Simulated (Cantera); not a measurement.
A perfectly stirred reactor is fed with 17.6 % H₂, 17.3 % O₂, 65.1 % N₂, at 0.310 bar; it is adiabatic with a 350 K inlet, and is followed from long to short residence time, starting on the burning branch (τ in s: 0.4, 0.11, 0.031, 0.0085, 0.0023, 0.00065, 0.00018, 5e-05, 1.4e-05).

Detailed kinetics in Cantera: the H2/O2 subset of GRI-Mech 3.0, which has no nitrogen chemistry.

One state of this run: T (K) = 1628; x H₂ = 0.00313; x O₂ = 0.0915; x H₂O = 0.186; x OH = 0.00534; x HO₂ = 9.02e-6; x O = 0.00301. x: mole fraction; the columns are a selection and need not sum to one.

**Question.** Which value of τ (s) does it belong to?
(A) 1.4e-5
(B) 0.0085
(C) 0.0023
(D) 0.11

**Answer.** B, 0.0085
